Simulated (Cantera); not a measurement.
N2O furnace oxynitridation

An isothermal, constant-pressure homogeneous reactor starts with N2O : N2 = 1 : 0.89 (molar parts), at 1175 K and 0.290 bar.

Cantera simulation using GRI-Mech 3.0 (53 species, 325 reactions); the numbers are that mechanism's predictions, not measurements. GRI-Mech 3.0 was tuned for natural gas; its chemistry of N2O as a main component is partial and can be far from experiment. The mechanism lacks the step 2 NO + O2 → 2 NO2, which can matter for NO2 below about 1400 K. The temperature is held fixed by assumption; the heat of reaction is taken as removed at once.

| t (s) | x N2O | x N2 | x NO2 | x O2 | x O |
|---|---|---|---|---|---|
| 5.00e-6 | 0.529 | 0.471 | <1e-12 | 7.41e-9 | 1.35e-7 |
| 2.06e-5 | 0.529 | 0.471 | <1e-12 | 1.12e-7 | 4.67e-7 |
| 8.48e-5 | 0.529 | 0.471 | <1e-12 | 1.25e-6 | 1.05e-6 |
| 0.000349 | 0.529 | 0.471 | 1.36e-11 | 7.96e-6 | 1.21e-6 |
| 0.00144 | 0.529 | 0.471 | 2.79e-10 | 3.62e-5 | 1.21e-6 |
| 0.00592 | 0.529 | 0.471 | 4.83e-9 | 0.000152 | 1.21e-6 |
| 0.0244 | 0.527 | 0.472 | 7.54e-8 | 0.000630 | 1.21e-6 |
| 0.100 | 0.522 | 0.475 | 9.10e-7 | 0.00258 | 1.21e-6 |
| 0.413 | 0.500 | 0.487 | 6.23e-6 | 0.0103 | 1.20e-6 |
| 1.70 | 0.422 | 0.532 | 2.62e-5 | 0.0383 | 1.17e-6 |
| 7.00 | 0.224 | 0.644 | 7.58e-5 | 0.109 | 1.02e-6 |
x: mole fraction; the columns are a selection and need not sum to one.

Equilibrium at this temperature and pressure: N2O 6.21e-9, N2 0.791, NO2 1.66e-6, O2 0.209, O 1.25e-8 (gas phase only).
